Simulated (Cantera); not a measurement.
Input: 1 mol Si₃N₄, 0.74 mol O₂, 21 mol H₂, at 2.30e-6 bar.

These are equilibrium values from Cantera (NASA tables, ideal gas, pure condensed phases), not measurements of a reactor. Candidate condensed phases: H₂O, Si, SiO₂, Si₂N₂O, Si₃N₄; 35 gas species. Kinetics and transport are ignored. All values below are at 1527 °C.

Base state: H₂ 0.637, H 0.188, N₂ 0.0697, Si 0.0528, SiO 0.0516, SiH 7.30e-5, Si₂ 1.22e-5 (mole fractions); condensed: gas only.

Task: What changes in the equilibrium state with this change: O₂ from 0.74 to 0.08 mol?

Result: 
```json
[
 {"species": "H₂", "before": "0.637", "after": "0.637"},
 {"species": "H", "before": "0.188", "after": "0.188"},
 {"species": "Si", "before": "0.0528", "after": "0.0987"},
 {"species": "SiO", "before": "0.0516", "after": "0.00557"},
 {"species": "SiH", "before": "7.30e-5", "after": "0.000136"},
 {"species": "N₂", "before": "0.0697", "after": "0.0697"},
 {"species": "Si₂", "before": "1.22e-5", "after": "4.26e-5"},
 {"species": "SiN", "before": "9.37e-6", "after": "1.75e-5"}
]
```
The tables' values for SiN are old estimates; treat these amounts as uncertain.
